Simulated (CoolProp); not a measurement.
R1233zd(E) along the isobar 11.1 bar: density (kg/m³) from the reference equation and from simpler models built on Tc = 165.7 °C, pc = 35.83 bar, ω = 0.304; each cubic takes its own stable root.

Values from CoolProp's reference Helmholtz-energy equation of state, Akasaka 2022.

```
T (°C)   phase  reference
------  ------  ---------
-54.75  liquid       1441
-21.65  liquid       1371
11.45   liquid       1298
44.55   liquid       1217
77.65   liquid       1125
110.65     gas      57.32
143.75     gas      48.95
176.85     gas      43.40
```

Task: How far does each simpler model (van der Waals, Redlich-Kwong, Soave-Redlich-Kwong, Peng-Robinson) lie from the reference over these 8 states: mean and median of the absolute difference, and the worst?

Result: 
- van der Waals: mean 33.9 %, median 40.9 %, worst -94.6 % at 77.65 °C and 11.1 bar
- Redlich-Kwong: mean 9.6 %, median 13.1 %, worst -16.7 % at 77.65 °C and 11.1 bar
- Soave-Redlich-Kwong: mean 7.0 %, median 10.1 %, worst -11.6 % at 77.65 °C and 11.1 bar
- Peng-Robinson: mean 0.8 %, median 0.6 %, worst +1.6 % at 11.45 °C and 11.1 bar

At some of these states van der Waals gives the other phase, because its saturation line lies elsewhere.
